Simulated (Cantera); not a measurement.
**Carbon deposition, reforming and gasification: acetone + H2 + NH3**

Feed: 1 mol acetone, 14 mol H2, 0.039 mol NH3.

These are equilibrium values from Cantera (NASA tables, ideal gas, pure condensed phases), not measurements of a reactor. Candidate condensed phases: C, C6H6, C7H8, C8H18, H2O; 136 gas species. The feed counts by its element totals alone. The ideal-gas law is rough above about 30 bar. Kinetics and transport are ignored.

Problem. Map the stable condensed phases over T = 1175, 1225, 1275, 1325, 1375, 1425, 1475, 1525, 1575, 1625, 1675, 1725, 1775 K and P in Pa = 10, 56, 320, 1800, 10000, 56000, 320000, 1800000, 10000000.

Solution. 
```
T in K \ P in Pa
               10       56      320     1800    10000    56000   320000  1800000 10000000
   1775         A        A        A        A        A        A        A        A        A
   1725         A        A        A        A        A        A        A        A        A
   1675         A        A        A        A        A        A        A        A        A
   1625         A        A        A        A        A        A        A        A        A
   1575         A        A        A        A        A        A        A        A        A
   1525         A        A        A        A        A        A        A        A        B
   1475         A        A        A        A        A        A        A        A        B
   1425         A        A        A        A        A        A        A        A        B
   1375         A        A        A        A        A        A        A        A        B
   1325         A        A        A        A        A        A        A        A        B
   1275         A        A        A        A        A        A        A        A        B
   1225         A        A        A        A        A        A        A        B        B
   1175         A        A        A        A        A        A        A        B        B
```
A: C; B: gas only.
